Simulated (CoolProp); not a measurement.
Vapour-liquid equilibrium of CHF3 (R23) (1) + R134a (2) at 205.6 K; x and y are mole fractions of (1).

Values from CoolProp's multi-fluid Helmholtz-energy mixture model, Penoncello 2003 and Tillner-Roth 1994; pair parameters Bell 2016.

```
x     bubble pressure (MPa)  y at the bubble point  dew pressure at overall composition x (MPa)  liquid density (mol/L)
----  ---------------------  ---------------------  -------------------------------------------  ----------------------
0.05                    ___                  0.529                                      0.01000                   14.87
0.15                0.03891                  0.787                                      0.01113                   15.32
0.25                0.05856                  0.873                                      0.01253                   15.78
0.35                0.07852                  0.917                                      0.01435                   16.26
0.45                0.09893                  0.943                                          ___                     ___
0.55                 0.1198                  0.961                                      0.02019                   17.29
0.65                 0.1412                  0.974                                      0.02534                   17.83
0.75                 0.1630                  0.984                                      0.03400                   18.39
0.85                 0.1852                    ___                                          ___                   18.96
0.95                 0.2075                  0.997                                       0.1058                   19.55
```

Question: Some entries are withheld; supply them.

Answer: 
- 0.05, bubble pressure (MPa): 0.01936
- 0.45, dew pressure at overall composition x (MPa): 0.01678
- 0.45, liquid density (mol/L): 16.77
- 0.85, y at the bubble point: 0.991
- 0.85, dew pressure at overall composition x (MPa): 0.05157

No azeotrope shows between x = 0.05 and 0.95.

Pair parameters are fitted to limited data, so mixtures are less certain than the pure fluids.
